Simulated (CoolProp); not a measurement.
R245fa along the isotherm 440 K: Z from the reference equation and from simpler models built on Tc = 427.0 K, pc = 3651 kPa, ω = 0.378; each cubic takes its own stable root.

Computed with CoolProp (reference Helmholtz-energy equation of state, Akasaka 2015).

```tsv
p (kPa)	phase	reference	van der Waals	Redlich-Kwong	Soave-Redlich-Kwong
608	gas	0.9487	[?]	[?]	0.9475
1220	gas	0.8926	0.8996	0.8880	0.8908
1830	gas	0.8306	0.8412	0.8245	0.8292
2430	gas	0.7615	0.7751	0.7544	0.7619
3040	gas	[?]	0.6934	0.6707	0.6830
3650	gas	0.5741	0.5788	0.5623	0.5853
4260	supercritical	0.4151	[?]	0.3804	0.4451
4870	supercritical	[?]	0.3466	0.3142	0.3431
5480	supercritical	0.2694	0.3632	0.3179	0.3353
6080	supercritical	0.2814	0.3851	0.3310	0.3445
6690	supercritical	0.2975	0.4095	0.3475	0.3591
7300	supercritical	[?]	0.4347	0.3655	0.3759
7910	supercritical	0.3336	0.4604	0.3843	0.3938
8520	supercritical	0.3523	0.4863	0.4034	0.4124
9130	supercritical	0.3712	0.5123	0.4227	0.4313
```

Question: Some entries are withheld; supply them.

Answer: 
- 608, van der Waals: 0.9522
- 608, Redlich-Kwong: 0.9462
- 3040, reference: 0.6787
- 4260, van der Waals: 0.3603
- 4870, reference: 0.2731
- 7300, reference: 0.3152
